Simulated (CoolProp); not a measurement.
Vapour-liquid equilibrium of isohexane (1) + n-hexane (2) at 292.9 K; x and y are mole fractions of (1).

Values from CoolProp's multi-fluid Helmholtz-energy mixture model, Lemmon 2006 and Thol 2019; pair parameters Bell 2016.

```
x      bubble pressure (kPa)  y at the bubble point  dew pressure at overall composition x (kPa)  liquid density (mol/L)
-----  ---------------------  ---------------------  -------------------------------------------  ----------------------
0.05                   16.34                  0.071                                        16.23                   7.649
0.125                  16.89                  0.171                                        16.63                   7.643
0.2                    17.43                  0.265                                        17.05                   7.638
0.275                  17.96                  0.353                                        17.48                   7.632
0.35                   18.48                  0.435                                        17.94                   7.626
0.425                  19.00                  0.513                                        18.42                   7.620
0.5                    19.50                  0.586                                        18.91                   7.615
0.575                  20.00                  0.655                                        19.43                   7.609
0.65                   20.48                  0.722                                        19.96                   7.604
0.725                  20.96                  0.785                                        20.51                   7.599
0.8                    21.42                  0.846                                        21.07                   7.594
0.875                  21.88                  0.905                                        21.65                   7.589
0.95                   22.32                  0.962                                        22.23                   7.584
```

No azeotrope shows between x = 0.05 and 0.95.

Pair parameters are fitted to limited data, so mixtures are less certain than the pure fluids.
